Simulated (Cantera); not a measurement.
A perfectly stirred reactor is fed with H₂ : O₂ : N₂ = 1 : 1.16 : 4.37 (molar parts), equivalence ratio 0.43, at 3230 Torr; it is adiabatic with a 375 K inlet, and is followed from long to short residence time, starting on the burning branch (τ in s: 0.03, 0.015, 0.0076, 0.0038, 0.0019, 0.00095, 0.00048, 0.00024, 0.00012, 6e-05, 3e-05, 1.5e-05).

Computed with Cantera and the H2/O2 subset of GRI-Mech 3.0, which has no nitrogen chemistry. The hydrogen kinetics of GRI-Mech 3.0 are dated; newer H2 mechanisms differ, most at raised pressure.

**Question.** Predict: blow-out, bracketed by the residence times tried; x(H₂) at τ = 30.0 ms; x(O₂) at τ = 30.0 ms; x(H₂O₂) at τ = 30.0 ms; x(O) at τ = 30.0 ms; x(H) at τ = 30.0 ms; x(H₂) at τ = 0.480 ms; x(O₂) at τ = 0.480 ms; x(H₂O₂) at τ = 0.480 ms; x(O) at τ = 0.480 ms; x(H) at τ = 0.480 ms.

**Answer.** 
| Property | Value |
|---|---|
| blow-out, bracketed by the residence times tried | burning at 30.0 µs, out at 15.0 µs |
| x(H₂) at τ = 30.0 ms | 0.000120 |
| x(O₂) at τ = 30.0 ms | 0.109 |
| x(H₂O₂) at τ = 30.0 ms | 3.34e-7 |
| x(O) at τ = 30.0 ms | 2.75e-5 |
| x(H) at τ = 30.0 ms | 2.43e-6 |
| x(H₂) at τ = 0.480 ms | 0.00195 |
| x(O₂) at τ = 0.480 ms | 0.110 |
| x(H₂O₂) at τ = 0.480 ms | 2.12e-6 |
| x(O) at τ = 0.480 ms | 0.000447 |
| x(H) at τ = 0.480 ms | 0.000139 |
